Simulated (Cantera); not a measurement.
Feed: 1 mol Cu, 2.3 mol CO, 49 mol H2, at 1775 K and 1000 Pa.

Cantera equilibrium calculation (NASA polynomials, part measured and part estimated; ideal gas, pure solids and liquids). Candidate condensed phases: C, C6H6, C7H8, C8H18, Cu, CuO, Cu(OH)2, Cu2O, H2O; 113 gas species. Rates play no part.

Base state: H2 0.934, CO 0.0439, Cu 0.0191, H 0.00280, Cu2 1.55e-5 (mole fractions); condensed: gas only.

What changes in the equilibrium state with this change: Cu replaced by Ti?


| species | before | after |
|---|---|---|
| H2 | 0.934 | 0.962 |
| CO | 0.0439 | 0.0354 |
| H | 0.00280 | 0.00284 |
| Cu | 0.0191 | 0 |
| Cu2 | 1.55e-5 | 0 |
| H2O | 1.87e-6 | 3.30e-5 |
| TiC(s), mol | 0 | 0.501 |
| TiO(s), mol | 0 | 0.499 |
Mutual solubility and eutectic melting of coexisting phases are not modelled. TiC, TiO: taken at fixed stoichiometry. Condensed phases not in the tables: solid solutions among these carbides, nitrides and lower oxides. Further candidate phases: Ti, TiC, TiO, TiO2, Ti2O3, Ti3O5, Ti4O7.
